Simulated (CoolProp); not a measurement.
Vapour-liquid equilibrium of carbon dioxide (1) + R125 (2) at -46.95 °C; x and y are mole fractions of (1).

Model: multi-fluid Helmholtz-energy mixture model, Span 1996 and Lemmon 2005; pair parameters Bell 2016, in CoolProp.

Question: Give the bubble pressure and the first vapour's composition at x = 0.2, 0.5, 0.575. Is there an azeotrope?

Answer: x = 0.2: 0.2832 MPa, y = 0.676; x = 0.5: 0.4917 MPa, y = 0.864; x = 0.575: 0.5345 MPa, y = 0.888. No azeotrope shows between x = 0.05 and 0.95.

Pair parameters are fitted to limited data, so mixtures are less certain than the pure fluids.
